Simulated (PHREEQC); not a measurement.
Dissolve 170 mmol/kgw NaCl and 20 mmol/kgw MgSO4 at 79 °C. Closed to the air; pH follows from the charge balance.

Computed with PHREEQC (Pitzer model, pitzer.dat).

- ionic strength: 0.250 mol/kgw
- activity of water: 0.994
- specific conductance: 47500 µS/cm
- density: 0.981 g/cm³
- osmotic coefficient: 0.881

| species | molality | activity | log γ |
|---|---|---|---|
| Cl- | 0.170 | 0.116 | -0.166 |
| Na+ | 0.170 | 0.121 | -0.149 |
| Mg+2 | 0.0200 | 0.00444 | -0.654 |
| SO4-2 | 0.0200 | 0.00312 | -0.807 |
| HSO4- | 1.07e-6 | 7.24e-7 | -0.169 |
| MgOH+ | 9.40e-7 | 7.69e-7 | -0.087 |
| OH- | 8.04e-7 | 5.09e-7 | -0.199 |
| H+ | 6.76e-7 | 4.82e-7 | -0.147 |

Precipitation was switched off in this run. Complexes and solids missing from the database can't appear. At this temperature some constants are extrapolated from 25 °C, and those without enthalpy data are left unchanged.
